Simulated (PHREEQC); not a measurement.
## Arsenic or selenium liquor: speciation

Solution (90 °C): 0.028 mol/kgw Na2SeO3 and 0.011 mol/kgw NaCl. Closed to the air; pH follows from the charge balance.

The numbers come from PHREEQC with the ion-association model, wateq4f.dat.

Each row changes one thing in this solution. No solid was allowed to form.

```
case                                    pH  ionic strength (mol/kgw)  SI of Halite (NaCl)
------------------------------------  ----  ------------------------  -------------------
as made                               9.43                    0.0936                -5.08
diluted 2-fold with water             9.33                    0.0465                  [?]
Na2SeO3 from 0.028 to 0.056 mol/kgw    [?]                     0.177                -4.88
Na2SeO3 from 0.028 to 0.0028 mol/kgw  9.02                    0.0190                -5.58
Na2SeO3 left out                      6.21                    0.0110                  [?]
diluted 10-fold with water            9.05                   0.00903                -6.93
temperature from 90 to 45 °C          9.95                    0.0945                -4.98
Na2SeO3 from 0.028 to 0.042 mol/kgw   9.49                     0.135                  [?]
NaCl from 0.011 to 0.055 mol/kgw       [?]                     0.138                -4.20
```

Problem. Some entries are withheld; supply them.

Solution. 
- diluted 2-fold with water, SI of Halite (NaCl): -5.63
- Na2SeO3 from 0.028 to 0.056 mol/kgw, pH: 9.54
- Na2SeO3 left out, SI of Halite (NaCl): -5.73
- Na2SeO3 from 0.028 to 0.042 mol/kgw, SI of Halite (NaCl): -4.96
- NaCl from 0.011 to 0.055 mol/kgw, pH: 9.40

Complexes and solids missing from the database can't appear. Away from 25 °C the constants follow the database's enthalpies or fits; those with neither stay at their 25 °C values.
